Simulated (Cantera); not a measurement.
Standard-state values (1 bar) from the NASA 1993 polynomials, evaluated with Cantera. Values are per mole of reaction as written; species without (g) are pure solids or liquids, kept so even where they would boil at 1 bar.

N(g) + 4 NH₃(g) + P₄O₁₀ ⇌ 5 NO₂(g) + 4 PH₃(g)

| T (K) | ΔH° (kJ) | ΔS° (J/K) | ΔG° (kJ) | log10 K |
|---|---|---|---|---|
| 523 | 2898.7 | 852.5 | 2452.8 | -244.97 |
| 548 | 2896.4 | 848.3 | 2431.6 | -231.77 |
| 573 | 2894.0 | 844.0 | 2410.4 | -219.73 |
| 598 | … | … | … | … |
| 623 | … | … | … | … |
| 648 | … | … | … | … |
| 673 | 2883.4 | 827.0 | 2326.9 | -180.60 |

Question: Complete the blanks.

Answer: 
- 598, ΔH° (kJ): 2891.6
- 598, ΔS° (J/K): 839.7
- 598, ΔG° (kJ): 2389.4
- 598, log10 K: -208.71
- 623, ΔH° (kJ): 2888.9
- 623, ΔS° (J/K): 835.5
- 623, ΔG° (kJ): 2368.4
- 623, log10 K: -198.57
- 648, ΔH° (kJ): 2886.2
- 648, ΔS° (J/K): 831.2
- 648, ΔG° (kJ): 2347.6
- 648, log10 K: -189.23
